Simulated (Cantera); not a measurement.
**SiHCl3 + Cl2 + H2 (silicon epitaxy and polysilicon growth)**

A closed system holds: 1 mol SiHCl3, 0.0035 mol Cl2, a varied amount of H2, at 1323 K and 1 atm.

Equilibrium computed with Cantera from the NASA thermochemical tables; the gas is ideal and each condensed phase is pure. Candidate condensed phases: Si; 19 gas species. The tables' values for SiCl3 are old estimates; treat these amounts as uncertain. The numbers say what is thermodynamically allowed, not how fast it happens.

From 4.9 mol H2 to 32 mol H2 the condensed part is Si(s). The main Si-bearing gas is SiCl4 at 4.9 mol H2 and SiCl2 at 32 mol H2. The share of Si in condensed phases is highest at 32 mol H2 (44.2 %) and lowest at 4.9 mol H2 (22.7 %).

```json
[
 {"n(H2) (mol)": "4.9", "log p H2": "-0.09", "log p HCl": "-1.13", "log p SiCl4": "-1.24", "log p SiHCl3": "-1.50", "log p SiCl2": "-1.73", "log p SiCl3": "-1.85", "log p SiH2Cl2": "-2.60", "log p SiH3Cl": "-4.24", "n Si(s)": "0.227"},
 {"n(H2) (mol)": "6.7", "log p H2": "-0.07", "log p HCl": "-1.16", "log p SiCl4": "-1.39", "log p SiHCl3": "-1.60", "log p SiCl2": "-1.81", "log p SiCl3": "-1.97", "log p SiH2Cl2": "-2.65", "log p SiH3Cl": "-4.25", "n Si(s)": "0.244"},
 {"n(H2) (mol)": "9.2", "log p H2": "-0.06", "log p HCl": "-1.19", "log p SiCl4": "-1.56", "log p SiHCl3": "-1.72", "log p SiCl2": "-1.89", "log p SiCl3": "-2.09", "log p SiH2Cl2": "-2.72", "log p SiH3Cl": "-4.27", "n Si(s)": "0.268"},
 {"n(H2) (mol)": "13", "log p H2": "-0.04", "log p HCl": "-1.23", "log p SiCl4": "-1.76", "log p SiHCl3": "-1.86", "log p SiCl2": "-1.99", "log p SiCl3": "-2.24", "log p SiH2Cl2": "-2.81", "log p SiH3Cl": "-4.30", "n Si(s)": "0.302"},
 {"n(H2) (mol)": "17", "log p H2": "-0.03", "log p HCl": "-1.27", "log p SiCl4": "-1.93", "log p SiHCl3": "-1.98", "log p SiCl2": "-2.07", "log p SiCl3": "-2.37", "log p SiH2Cl2": "-2.88", "log p SiH3Cl": "-4.33", "n Si(s)": "0.335"},
 {"n(H2) (mol)": "23", "log p H2": "-0.03", "log p HCl": "-1.32", "log p SiCl4": "-2.13", "log p SiHCl3": "-2.13", "log p SiCl2": "-2.18", "log p SiCl3": "-2.52", "log p SiH2Cl2": "-2.98", "log p SiH3Cl": "-4.37", "n Si(s)": "0.381"},
 {"n(H2) (mol)": "32", "log p H2": "-0.02", "log p HCl": "-1.38", "log p SiCl4": "-2.38", "log p SiHCl3": "-2.32", "log p SiCl2": "-2.30", "log p SiCl3": "-2.71", "log p SiH2Cl2": "-3.10", "log p SiH3Cl": "-4.42", "n Si(s)": "0.442"}
]
```
log p: log10 of the partial pressure in bar; n: condensed amount in mol.
